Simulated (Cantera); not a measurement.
An isothermal, constant-pressure homogeneous reactor starts with N2O : H2O = 1 : 0.075 (molar parts), at 1275 K and 1.01 bar. Integrator tolerance rtol = 1e-08.

Cantera simulation using GRI-Mech 3.0 (53 species, 325 reactions); the numbers are that mechanism's predictions, not measurements. GRI-Mech 3.0 was tuned for natural gas; its chemistry of N2O as a main component is partial and can be far from experiment. The mechanism lacks the step 2 NO + O2 → 2 NO2, which can matter for NO2 below about 1400 K. The temperature is held fixed by assumption; the heat of reaction is taken as removed at once.

Q: What does this change do: temperature 1275 to 1025 K?

A: 
| quantity | before | after |
|---|---|---|
| x(N2O) at 20.0 s | 5.94e-7 (gas-phase equilibrium 2.26e-8) | 0.618 (gas-phase equilibrium 3.29e-9) |
| x(H2O) at 20.0 s | 0.0476 (gas-phase equilibrium 0.0476) | 0.0623 (gas-phase equilibrium 0.0476) |
| x(O) at 20.0 s | 6.03e-8 (gas-phase equilibrium 6.29e-8) | 5.21e-8 (gas-phase equilibrium 1.86e-10) |
| x(NO2) at 20.0 s | 0.000731 (gas-phase equilibrium 5.52e-6) | 0.000558 (gas-phase equilibrium 2.54e-6) |
| x(OH) at 20.0 s | 5.85e-6 (gas-phase equilibrium 5.98e-6) | 2.47e-6 (gas-phase equilibrium 1.42e-7) |
| x(H2O2) at 20.0 s | 1.17e-9 (gas-phase equilibrium 1.22e-9) | 2.44e-8 (gas-phase equilibrium 1.04e-10) |

Q: What does this change do: pressure from 1.01 bar to 0.0133 bar?

A: 
| quantity | before | after |
|---|---|---|
| x(N2O) at 20.0 s | 5.94e-7 (gas-phase equilibrium 2.26e-8) | 0.326 (gas-phase equilibrium 2.59e-9) |
| x(H2O) at 20.0 s | 0.0476 (gas-phase equilibrium 0.0476) | 0.0554 (gas-phase equilibrium 0.0476) |
| x(O) at 20.0 s | 6.03e-8 (gas-phase equilibrium 6.29e-8) | 5.45e-6 (gas-phase equilibrium 5.48e-7) |
| x(NO2) at 20.0 s | 0.000731 (gas-phase equilibrium 5.52e-6) | 0.000364 (gas-phase equilibrium 6.33e-7) |
| x(OH) at 20.0 s | 5.85e-6 (gas-phase equilibrium 5.98e-6) | 5.89e-5 (gas-phase equilibrium 1.76e-5) |
| x(H2O2) at 20.0 s | 1.17e-9 (gas-phase equilibrium 1.22e-9) | 1.50e-9 (gas-phase equilibrium 1.40e-10) |
Radical loss at walls, strong at low pressure, is not modelled.
